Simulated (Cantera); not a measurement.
A perfectly stirred reactor is fed with CH4 : N2 = 1 : 160 (molar parts), at 0.000296 atm; it is held at 2023 K, and followed from long to short residence time.

Computed with Cantera and GRI-Mech 3.0 (53 species, 325 reactions). GRI-Mech 3.0 stops at C3 and has no aromatics, soot or wall deposition, so with more carbon than oxygen in the feed, carbon stays in small species such as C2H2 where larger ones or solid carbon would form. Radical loss at walls, strong at low pressure, is not modelled.

**Question.** What does this change do: pressure from 0.000296 atm to 0.132 atm?

**Answer.** 
| quantity | before | after |
|---|---|---|
| x(CH4) at τ = 2.60 s | 0.00206 | 2.27e-5 |
| x(H) at τ = 2.60 s | 0.000101 | 0.000292 |
| x(CH2) at τ = 2.60 s | 5.27e-6 | 5.55e-7 |
| x(C2H) at τ = 2.60 s | 6.33e-7 | 1.04e-6 |
| x(C2H6) at τ = 2.60 s | 3.30e-9 | 2.62e-10 |
| x(CH4) at τ = 29.0 ms | 0.00615 | 0.000780 |
| x(H) at τ = 29.0 ms | 7.86e-6 | 0.000142 |
| x(CH2) at τ = 29.0 ms | 7.48e-8 | 3.84e-6 |
| x(C2H) at τ = 29.0 ms | 1.04e-11 | 9.12e-7 |
| x(C2H6) at τ = 29.0 ms | 1.52e-11 | 8.07e-8 |

**Question.** What does this change do: pressure from 0.000296 atm to 0.00385 atm?

**Answer.** 
```
quantity                  before     after
----------------------  --------  --------
x(CH4) at τ = 2.60 s     0.00206  0.000345
x(H) at τ = 2.60 s      0.000101  0.000189
x(CH2) at τ = 2.60 s     5.27e-6   3.06e-6
x(C2H) at τ = 2.60 s     6.33e-7   1.18e-6
x(C2H6) at τ = 2.60 s    3.30e-9   1.15e-9
x(CH4) at τ = 29.0 ms    0.00615   0.00511
x(H) at τ = 29.0 ms      7.86e-6   2.73e-5
x(CH2) at τ = 29.0 ms    7.48e-8   2.78e-6
x(C2H) at τ = 29.0 ms   1.04e-11   1.05e-7
x(C2H6) at τ = 29.0 ms  1.52e-11   1.44e-8
```
